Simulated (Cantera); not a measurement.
Feed: 1 mol SiCl4, 1000 mol H2, a varied amount of CH4, at 1650 K and 0.140 bar.

These are equilibrium values from Cantera (NASA tables, ideal gas, pure condensed phases), not measurements of a reactor. Candidate condensed phases: C, C6H6, C7H8, C8H18, Si, SiC; 109 gas species. Mutual solubility and eutectic melting of coexisting phases are not modelled. Kinetics and transport are ignored.

Which condensed phases are stable at each of these points (n(CH4) (mol)): 0.36, 0.55, 0.73, 0.92, 1.1, 1.3, 1.5, 1.7?


```
n(CH4) (mol)      condensed phases  Si condensed (%)
------------  --------------------  ----------------
0.36                Si(s) + SiC(s)              93.3
0.55                Si(s) + SiC(s)              93.3
0.73                Si(s) + SiC(s)              93.3
0.92                Si(s) + SiC(s)              93.3
1.1                         SiC(s)              99.8
1.3           C(graphite) + SiC(s)              99.9
1.5           C(graphite) + SiC(s)              99.9
1.7           C(graphite) + SiC(s)              99.9
```

From 0.36 mol CH4 to 0.92 mol CH4 the condensed part is Si(s) + SiC(s). At 1.1 mol CH4 the condensed part is SiC(s). From 1.3 mol CH4 to 1.7 mol CH4 the condensed part is C(graphite) + SiC(s).
